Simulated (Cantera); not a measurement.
Feed: 1 mol CuO, 0.93 mol CH4, 1.4 mol H2, at 293 Torr.

These are equilibrium values from Cantera (NASA tables, ideal gas, pure condensed phases), not measurements of a reactor. Candidate condensed phases: C, C6H6, C7H8, C8H18, Cu, CuO, Cu(OH)2, Cu2O, H2O; 113 gas species. Kinetics and transport are ignored.

Task: What share of the Cu ends up in condensed phases as a function of T (K), at 1075, 1225, 1375, 1525, 1675, 1825, 1975, 2125, 2275?

Result: 
```
T (K)  Cu condensed (%)     as
-----  ----------------  -----
1075              100.0  Cu(s)
1225              100.0  Cu(s)
1375              100.0  Cu(l)
1525              100.0  Cu(l)
1675               99.9  Cu(l)
1825               99.2  Cu(l)
1975               96.3  Cu(l)
2125               85.5  Cu(l)
2275               50.4  Cu(l)
```
